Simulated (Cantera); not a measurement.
Equilibrium for tantalum, niobium, vanadium and zirconium in process gases: Ta + H2O

Charge: 1 mol Ta, 0.21 mol H2O, held at 10000 Pa.

Cantera equilibrium calculation (NASA polynomials, part measured and part estimated; ideal gas, pure solids and liquids). Candidate condensed phases: H2O, Ta, Ta2O5; 12 gas species. Mutual solubility and eutectic melting of coexisting phases are not modelled. Condensed phases not in the tables: N, O or C dissolved in the metal. Rates play no part.

| T (K) | log p H2 | log p H | log p H2O | log p TaO2 | log p TaO | log p OH | log p O | n Ta(s) | n Ta2O5(s) | n Ta2O5(l) |
|---|---|---|---|---|---|---|---|---|---|---|
| 1323 | -1.00 | -6.30 | -5.73 | <-13 | <-13 | -12.87 | <-13 | 0.916 | 0.0420 | 0 |
| 1423 | -1.00 | -5.68 | -5.31 | -12.20 | -12.85 | -11.65 | <-13 | 0.916 | 0.0420 | 0 |
| 1523 | -1.00 | -5.14 | -4.95 | -10.77 | -11.44 | -10.60 | <-13 | 0.916 | 0.0420 | 0 |
| 1623 | -1.00 | -4.66 | -4.63 | -9.52 | -10.21 | -9.67 | <-13 | 0.916 | 0.0420 | 0 |
| 1723 | -1.00 | -4.24 | -4.35 | -8.42 | -9.12 | -8.85 | -12.19 | 0.916 | 0.0420 | 0 |
| 1823 | -1.00 | -3.86 | -4.11 | -7.45 | -8.16 | -8.13 | -11.11 | 0.916 | 0.0420 | 0 |
| 1923 | -1.00 | -3.53 | -3.89 | -6.58 | -7.30 | -7.48 | -10.13 | 0.916 | 0.0419 | 0 |
| 2023 | -1.00 | -3.22 | -3.70 | -5.81 | -6.53 | -6.90 | -9.26 | 0.916 | 0.0419 | 0 |
| 2123 | -1.01 | -2.95 | -3.54 | -5.14 | -5.85 | -6.39 | -8.48 | 0.916 | 0 | 0.0419 |
log p: log10 of the partial pressure in bar; n: condensed amount in mol.

From 1323 K to 2023 K the condensed part is Ta(s) + Ta2O5(s). At 2123 K the condensed part is Ta(s) + Ta2O5(l).
